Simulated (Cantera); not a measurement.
An isothermal, constant-pressure homogeneous reactor starts with CH4 : H2O = 5.4 : 0.8 (molar parts), at 1325 K and 11.8 atm.

Model: GRI-Mech 3.0 (53 species, 325 reactions), integrated in Cantera. GRI-Mech 3.0 stops at C3 and has no aromatics, soot or wall deposition, so with more carbon than oxygen in the feed, carbon stays in small species such as C2H2 where larger ones or solid carbon would form. The pressure lies above the range GRI-Mech 3.0 was tuned for (to about 10 atm).

x: mole fraction; the columns are a selection and need not sum to one.

```csv
t (s),x CH4,x H2O,x C2H,x C2H6,x CH2,x C2H2
4.00e-6,0.871,0.129,<1e-12,9.56e-11,<1e-12,<1e-12
1.37e-5,0.871,0.129,<1e-12,3.81e-9,<1e-12,<1e-12
4.68e-5,0.871,0.129,<1e-12,1.39e-7,<1e-12,<1e-12
0.000160,0.871,0.129,<1e-12,2.71e-6,1.34e-12,6.25e-12
0.000548,0.871,0.129,<1e-12,1.64e-5,1.52e-12,2.11e-10
0.00187,0.871,0.129,<1e-12,6.29e-5,1.62e-12,4.26e-9
0.00641,0.870,0.129,<1e-12,0.000212,1.93e-12,1.03e-7
0.0219,0.869,0.129,<1e-12,?,2.74e-12,?
0.0750,0.864,0.129,<1e-12,0.00105,3.69e-12,?
0.256,0.843,0.128,<1e-12,0.00102,4.04e-12,0.00194
0.877,0.777,0.124,3.50e-12,0.00119,6.27e-12,0.00966
3.00,0.662,0.118,8.62e-12,0.00369,1.37e-11,0.0139
```

Question: Some entries are withheld; supply them.

Answer: 
- 0.0219, x C2H6: 0.000604
- 0.0219, x C2H2: 3.51e-6
- 0.0750, x C2H2: 0.000118
